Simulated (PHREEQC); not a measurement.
Consider water at 25 °C with 0.01 mol CdCl2, 0.046 mol KCl and 0.25 mol H2SO4 per kg of water. Closed to the air; pH follows from the charge balance.

All values are PHREEQC results (ion-association model, phreeqc.dat), not measurements.

Precipitation was switched off in this run.

Problem. What pH, specific conductance does the model give?

Solution. pH 0.65; specific conductance 90500 µS/cm.

Problem. In which forms is S present?

Solution. HSO4- 86 %, SO4-2 13 %, KSO4- 0.8 %, CdSO4 0.6 % of the S.
